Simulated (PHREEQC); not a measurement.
Consider water at 25 °C with 0.18 mol CuSO4 and 0.014 mol H3BO3 per kg of water. Closed to the air; pH follows from the charge balance.

Model: ion-association model, wateq4f.dat, run in PHREEQC.

| quantity | before | after |
|---|---|---|
| pH | 4.45 | 6.69 |
| ionic strength (mol/kgw) | 0.347 | 0.554 |

Which change was made?
(A) CuSO4 replaced by CuCl2 at the same molality
(B) temperature from 25 to 15 °C
(C) 0.14 mol/kgw TMAH added
(D) H3BO3 left out
(E) 0.017 mol/kgw HF added

C, 0.14 mol/kgw TMAH added

No solid was allowed to form. Some of these states are supersaturated (in Antlerite, Brochantite, for instance). (CH3)4N+ isn't in the database: it is added as a free cation with an ion size of 4 Å.
